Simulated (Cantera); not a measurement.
# Adiabatic ignition

An adiabatic, constant-pressure homogeneous reactor starts with CO : H2 : O2 : N2 = 1 : 0.17 : 0.244 : 0.916 (molar parts), at 975 K and 0.602 atm.

Detailed kinetics in Cantera: GRI-Mech 3.0 (53 species, 325 reactions).

| t (s) | T (K) | x CO | x H2 | x O2 | x O | x HO2 | x H2O | x NO |
|---|---|---|---|---|---|---|---|---|
| 1.00e-6 | 975 | 0.429 | 0.0730 | 0.105 | 1.55e-11 | 1.72e-12 | <1e-12 | <1e-12 |
| 3.63e-6 | 975 | 0.429 | 0.0730 | 0.105 | 5.03e-11 | 7.07e-12 | 3.45e-12 | <1e-12 |
| 1.32e-5 | 975 | 0.429 | 0.0730 | 0.105 | 1.38e-10 | 5.30e-11 | 5.68e-11 | <1e-12 |
| 4.79e-5 | 975 | 0.429 | 0.0730 | 0.105 | 4.46e-10 | 9.08e-10 | 8.78e-10 | <1e-12 |
| 0.000174 | 975 | 0.429 | 0.0730 | 0.105 | 6.25e-9 | 3.50e-8 | 3.24e-8 | <1e-12 |
| 0.000632 | 982 | 0.429 | 0.0722 | 0.104 | 7.26e-5 | 4.69e-5 | 0.000584 | 4.74e-11 |
| 0.00230 | 2413 | 0.311 | 0.0177 | 0.00254 | 0.00196 | 3.34e-7 | 0.0553 | 0.000202 |
| 0.00835 | 2499 | 0.309 | 0.0178 | 0.000675 | 0.000489 | 1.32e-7 | 0.0596 | 0.000470 |
| 0.0303 | 2498 | 0.309 | 0.0178 | 0.000645 | 0.000469 | 1.26e-7 | 0.0596 | 0.000828 |
| 0.110 | 2497 | 0.309 | 0.0178 | 0.000640 | 0.000465 | 1.25e-7 | 0.0596 | 0.000942 |
| 0.400 | 2497 | 0.309 | 0.0178 | 0.000640 | 0.000465 | 1.25e-7 | 0.0596 | 0.000943 |
x: mole fraction; the columns are a selection and need not sum to one.

```json
{
  "time_of_steepest_temperature_rise": "0.771 ms",
  "temperature at 0.400 s": "2497 K",
  "equilibrium_temperature": "2497 K",
  "x(CO) at 0.400 s": "0.309 (gas-phase equilibrium 0.309)",
  "x(H2) at 0.400 s": "0.0178 (gas-phase equilibrium 0.0178)",
  "x(O2) at 0.400 s": "0.000640 (gas-phase equilibrium 0.000640)"
}
```
